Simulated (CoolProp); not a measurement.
Vapour-liquid equilibrium of benzene (1) + p-xylene (2) at 420.8 K; x and y are mole fractions of (1).

Computed with CoolProp (multi-fluid Helmholtz-energy mixture model, Thol 2012 and Zhou 2012; pair parameters Bell 2016).

### Question
Give the bubble pressure and the first vapour's composition at x = 0.05, 0.25, 0.45. Is there an azeotrope?

### Answer
x = 0.05: 148.1 kPa, y = 0.164; x = 0.25: 227.9 kPa, y = 0.559; x = 0.45: 312.0 kPa, y = 0.757. No azeotrope shows between x = 0.05 and 0.95.

Pair parameters are fitted to limited data, so mixtures are less certain than the pure fluids.
